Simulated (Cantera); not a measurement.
Input: 1 mol BN, 1.3 mol HCl, 39 mol N2, equilibrated at 128 Torr.

Cantera equilibrium calculation (NASA polynomials, part measured and part estimated; ideal gas, pure solids and liquids). Candidate condensed phases: B, BN, NH4Cl; 21 gas species. The numbers say what is thermodynamically allowed, not how fast it happens. All values below are at 1250 K.

Base state: N2 0.968, HCl 0.0317, H2 0.000297, BCl3 0.000197 (mole fractions); condensed: BN(s).

Q: What changes in the equilibrium state with this change: HCl from 1.3 to 6 mol?

A: 
```
species       before    after
----------  --------  -------
N2             0.968    0.867
HCl           0.0317    0.130
H2          0.000297  0.00165
BCl3        0.000197  0.00110
BN(s), mol     0.992    0.951
```
Gases not in the tables: BHCl2.
